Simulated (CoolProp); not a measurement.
A Linde-Hampson liquefier for ethylene: isothermal reversible compression at 320 K from 1 atm to 25 MPa, throttling to 1 atm, return gas leaving the recuperator 5 K below the feed. Each further row changes one setting.

Computed with CoolProp (reference Helmholtz-energy equation of state, Smukala 2000).

| case | liquid yield per pass | compression work (kJ/kg of gas) |
|---|---|---|
| as stated | 0.419 | 432 |
| high pressure 50 MPa | 0.414 | 491 |
| warm-end temperature 350 K | 0.341 | 498 |
| warm-end gap 10 K | 0.412 | 432 |
